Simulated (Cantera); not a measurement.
Input (Python, Cantera) and output of one run.

```python
import numpy as np
import cantera as ct

gas_names = [...]  # 62 gases of nasa_gas.yaml made of B, F, H, N, O
cond_names = """
    B(b) B(L) BN(s) B2O3(L) B3O3H3(cr) H2O(s) H2O(L)
""".split()


# ... load() reads the species with a 1 bar reference pressure and builds the phases ...
atoms = {
    'BF3': {'B': 1, 'F': 3},
    'H2O': {'H': 2, 'O': 1},
    'N2': {'N': 2},
}
top_T = {'BN(s)': 3200}  # K; cautious upper limits of use, not melting points


# ... equilibrate(T, P, feed) seeds the gas with the atoms and calls Mixture.equilibrate('TP', solver="vcs", rtol=1e-11, max_steps=5000) ...
results = []
feed = {'BF3': 1, 'H2O': 4.1, 'N2': 180}  # mol
T = 1823  # K
P = 2600  # Pa
mix = equilibrate(T, P, feed)
results.append((T, P, feed, dict(zip(mix.species_names, mix.species_moles))))
x = sorted(zip(gas.X, gas.species_names), reverse=True)
print(f"T = {T:g} K  P = {P:g} Pa  gas = {mix.phase_moles(0):.4g} mol")
print("   x: " + "  ".join(f"{s} {v:.3e}" for v, s in x if v > 0.001))
print("   condensed (mol): " + ("  ".join(f"{mix.phase(i).name} {mix.phase_moles(i):.4g}"
      for i in range(1, mix.n_phases) if mix.phase_moles(i) > 1e-12) or "none"))
```

Output:

```
T = 1823 K  P = 2600 Pa  gas = 186.2 mol
   x: N2 9.668e-01  H2O 1.441e-02  HF 1.243e-02  BOF 3.680e-03  HBO2 1.645e-03
   condensed (mol): none
```

These are equilibrium values from Cantera (NASA tables, ideal gas, pure condensed phases), not measurements of a reactor.
